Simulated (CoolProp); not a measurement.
Properties of nitrous oxide along the isotherm 355.7 K.

Computed with CoolProp (reference Helmholtz-energy equation of state, Lemmon 2006). It is a short technical equation, of lower accuracy than the large ones.

```json
[
 {"p (MPa)": "0.259", "phase": "gas", "Z": "0.9921", "speed of sound (m/s)": "289.0", "Joule-Thomson coefficient (K/MPa)": "7.296", "expansivity (1/kK)": "2.886", "fugacity coefficient": "0.9921"},
 {"p (MPa)": "0.517", "phase": "gas", "Z": "0.9842", "speed of sound (m/s)": "287.7", "Joule-Thomson coefficient (K/MPa)": "7.299", "expansivity (1/kK)": "2.964", "fugacity coefficient": "0.9843"},
 {"p (MPa)": "0.776", "phase": "gas", "Z": "0.9761", "speed of sound (m/s)": "286.4", "Joule-Thomson coefficient (K/MPa)": "7.303", "expansivity (1/kK)": "3.045", "fugacity coefficient": "0.9765"},
 {"p (MPa)": "1.03", "phase": "gas", "Z": "0.9682", "speed of sound (m/s)": "285.1", "Joule-Thomson coefficient (K/MPa)": "7.306", "expansivity (1/kK)": "3.127", "fugacity coefficient": "0.9689"},
 {"p (MPa)": "1.29", "phase": "gas", "Z": "0.9600", "speed of sound (m/s)": "283.8", "Joule-Thomson coefficient (K/MPa)": "7.308", "expansivity (1/kK)": "3.215", "fugacity coefficient": "0.9612"},
 {"p (MPa)": "1.55", "phase": "gas", "Z": "0.9518", "speed of sound (m/s)": "282.5", "Joule-Thomson coefficient (K/MPa)": "7.309", "expansivity (1/kK)": "3.307", "fugacity coefficient": "0.9534"},
 {"p (MPa)": "1.81", "phase": "gas", "Z": "0.9435", "speed of sound (m/s)": "281.1", "Joule-Thomson coefficient (K/MPa)": "7.310", "expansivity (1/kK)": "3.402", "fugacity coefficient": "0.9457"},
 {"p (MPa)": "2.07", "phase": "gas", "Z": "0.9352", "speed of sound (m/s)": "279.8", "Joule-Thomson coefficient (K/MPa)": "7.311", "expansivity (1/kK)": "3.502", "fugacity coefficient": "0.9381"},
 {"p (MPa)": "2.33", "phase": "gas", "Z": "0.9267", "speed of sound (m/s)": "278.5", "Joule-Thomson coefficient (K/MPa)": "7.310", "expansivity (1/kK)": "3.605", "fugacity coefficient": "0.9305"},
 {"p (MPa)": "2.59", "phase": "gas", "Z": "0.9182", "speed of sound (m/s)": "277.2", "Joule-Thomson coefficient (K/MPa)": "7.309", "expansivity (1/kK)": "3.714", "fugacity coefficient": "0.9229"},
 {"p (MPa)": "2.85", "phase": "gas", "Z": "0.9097", "speed of sound (m/s)": "275.8", "Joule-Thomson coefficient (K/MPa)": "7.306", "expansivity (1/kK)": "3.827", "fugacity coefficient": "0.9153"},
 {"p (MPa)": "3.1", "phase": "gas", "Z": "0.9014", "speed of sound (m/s)": "274.5", "Joule-Thomson coefficient (K/MPa)": "7.303", "expansivity (1/kK)": "3.942", "fugacity coefficient": "0.9081"},
 {"p (MPa)": "3.36", "phase": "gas", "Z": "0.8927", "speed of sound (m/s)": "273.2", "Joule-Thomson coefficient (K/MPa)": "7.298", "expansivity (1/kK)": "4.066", "fugacity coefficient": "0.9006"},
 {"p (MPa)": "3.62", "phase": "gas", "Z": "0.8839", "speed of sound (m/s)": "271.9", "Joule-Thomson coefficient (K/MPa)": "7.293", "expansivity (1/kK)": "4.196", "fugacity coefficient": "0.8931"}
]
```
